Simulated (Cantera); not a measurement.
Mixture: 8.51 % CH3OH, 19.1 % O2, 71.7 % N2, 0.732 % H2, at 3750 Torr, adiabatic and at constant pressure. Ignition delay is the time to a rise of 400 K.

Computed with Cantera and GRI-Mech 3.0 (53 species, 325 reactions). GRI-Mech 3.0 was tuned for natural gas; its chemistry of methanol as a main component is partial and can be far from experiment.

Problem. Predict: delay at 1225 K; delay at 1375 K; delay at 1525 K; delay at 1675 K; delay at 1825 K; apparent activation energy between 1750 and 1900 K.

Solution. 
- delay at 1225 K: 1.66 ms
- delay at 1375 K: 0.221 ms
- delay at 1525 K: 48.3 µs
- delay at 1675 K: 15.2 µs
- delay at 1825 K: 6.03 µs
- apparent activation energy between 1750 and 1900 K: 150 kJ/mol
